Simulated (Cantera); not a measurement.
**Gas-phase reforming**

An isothermal, constant-pressure homogeneous reactor starts with CH₄ : H₂O = 1 : 0.55 (molar parts), at 1700 K and 79000 Pa.

Cantera simulation using GRI-Mech 3.0 (53 species, 325 reactions); the numbers are that mechanism's predictions, not measurements. GRI-Mech 3.0 stops at C3 and has no aromatics, soot or wall deposition, so with more carbon than oxygen in the feed, carbon stays in small species such as C2H2 where larger ones or solid carbon would form.

| t (s) | x CH₄ | x H₂O | x C₂H | x CO | x H₂O₂ |
|---|---|---|---|---|---|
| 2.00e-5 | 0.644 | 0.355 | <1e-12 | 7.30e-10 | <1e-12 |
| 9.20e-5 | 0.641 | 0.354 | 5.16e-12 | 3.98e-7 | <1e-12 |
| 0.000423 | 0.613 | 0.351 | 1.38e-9 | 3.65e-5 | 2.35e-12 |
| 0.00194 | 0.473 | 0.322 | 4.32e-8 | 0.000452 | 1.96e-12 |
| 0.00894 | 0.257 | 0.269 | 1.23e-7 | 0.00239 | 1.17e-12 |
| 0.0411 | 0.0909 | 0.220 | 1.82e-7 | 0.0117 | <1e-12 |
| 0.189 | 0.0366 | 0.158 | 1.76e-7 | 0.0482 | <1e-12 |
| 0.870 | 0.0248 | 0.0676 | 1.14e-7 | 0.120 | <1e-12 |
| 4.00 | 0.0171 | 0.00799 | 7.45e-8 | 0.173 | <1e-12 |
x: mole fraction; the columns are a selection and need not sum to one.

Equilibrium at this temperature and pressure: CH₄ 0.0160, H₂O 1.46e-6, C₂H 6.94e-8, CO 0.181, H₂O₂ <1e-12 (gas phase only).
